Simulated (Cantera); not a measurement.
A perfectly stirred reactor is fed with C₂H₄ : H₂ = 1 : 23 (molar parts), at 0.000290 bar; it is held at 1900 K, and followed from long to short residence time.

Computed with Cantera and GRI-Mech 3.0 (53 species, 325 reactions). GRI-Mech 3.0 was tuned for natural gas; its chemistry of ethylene as a main component is partial and can be far from experiment. GRI-Mech 3.0 stops at C3 and has no aromatics, soot or wall deposition, so with more carbon than oxygen in the feed, carbon stays in small species such as C2H2 where larger ones or solid carbon would form. Radical loss at walls, strong at low pressure, is not modelled.

Task: What does this change do: H2 23 to 11 parts?

Result: 
```
quantity                 before    after
----------------------  -------  -------
x(C₂H₄) at τ = 0.380 s   0.0110   0.0207
x(H₂) at τ = 0.380 s      0.959    0.921
x(CH₂) at τ = 0.380 s   6.12e-9  1.62e-8
x(C₂H₂) at τ = 0.380 s   0.0295   0.0578
x(CH₃) at τ = 0.380 s   1.71e-8  4.95e-8
x(C₂H₄) at τ = 28.0 ms   0.0353   0.0701
x(H₂) at τ = 28.0 ms      0.959    0.918
x(CH₂) at τ = 28.0 ms   3.03e-9  1.04e-8
x(C₂H₂) at τ = 28.0 ms  0.00612   0.0122
x(CH₃) at τ = 28.0 ms   8.05e-9  2.14e-8
```

Task: What does this change do: pressure from 0.000290 bar to 0.133 bar?

Result: 
| quantity | before | after |
|---|---|---|
| x(C₂H₄) at τ = 0.380 s | 0.0110 | 7.63e-5 |
| x(H₂) at τ = 0.380 s | 0.959 | 0.958 |
| x(CH₂) at τ = 0.380 s | 6.12e-9 | 4.13e-8 |
| x(C₂H₂) at τ = 0.380 s | 0.0295 | 0.0397 |
| x(CH₃) at τ = 0.380 s | 1.71e-8 | 1.62e-5 |
| x(C₂H₄) at τ = 28.0 ms | 0.0353 | 0.000473 |
| x(H₂) at τ = 28.0 ms | 0.959 | 0.959 |
| x(CH₂) at τ = 28.0 ms | 3.03e-9 | 3.27e-9 |
| x(C₂H₂) at τ = 28.0 ms | 0.00612 | 0.0395 |
| x(CH₃) at τ = 28.0 ms | 8.05e-9 | 1.44e-6 |
